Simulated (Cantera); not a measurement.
**Silicon epitaxy and polysilicon growth: Si3H8 + HCl + H2**

A closed system holds: 1 mol Si3H8, 3.8 mol HCl, 8.2 mol H2, held at 1.20 bar.

These are equilibrium values from Cantera (NASA tables, ideal gas, pure condensed phases), not measurements of a reactor. Candidate condensed phases: Si; 19 gas species. The feed counts by its element totals alone. The tables' values for SiCl3 are old estimates; treat these amounts as uncertain. Equilibrium is a limit: real reactors are often held back by kinetics, nucleation or transport.

From 677 °C to 1177 °C the condensed part is Si(s). The main Si-bearing gas is SiCl4 at 677 °C and SiCl2 at 1177 °C. The share of Si in condensed phases is highest at 1127 °C (69.9 %) and lowest at 677 °C (64.8 %).

```csv
T (°C),log p H2,log p HCl,log p SiCl4,log p SiHCl3,log p SiCl2,log p SiCl3,log p SiH2Cl2,log p SiH3Cl,n Si(s)
677,0.04,-2.17,-1.33,-1.45,-4.20,-3.53,-2.57,-4.29,1.94
727,0.04,-1.98,-1.34,-1.47,-3.77,-3.25,-2.56,-4.25,1.96
777,0.04,-1.81,-1.35,-1.48,-3.39,-3.00,-2.56,-4.22,1.97
827,0.04,-1.65,-1.36,-1.50,-3.04,-2.77,-2.56,-4.19,1.99
877,0.04,-1.52,-1.38,-1.52,-2.73,-2.57,-2.56,-4.17,2.01
927,0.03,-1.39,-1.42,-1.55,-2.45,-2.40,-2.58,-4.16,2.04
977,0.03,-1.28,-1.46,-1.60,-2.20,-2.26,-2.59,-4.15,2.06
1027,0.03,-1.19,-1.52,-1.65,-1.98,-2.14,-2.62,-4.15,2.08
1077,0.02,-1.11,-1.61,-1.72,-1.79,-2.05,-2.67,-4.16,2.09
1127,0.02,-1.04,-1.72,-1.81,-1.63,-1.99,-2.72,-4.17,2.10
1177,0.01,-0.99,-1.85,-1.92,-1.51,-1.96,-2.79,-4.20,2.09
```
log p: log10 of the partial pressure in bar; n: condensed amount in mol.
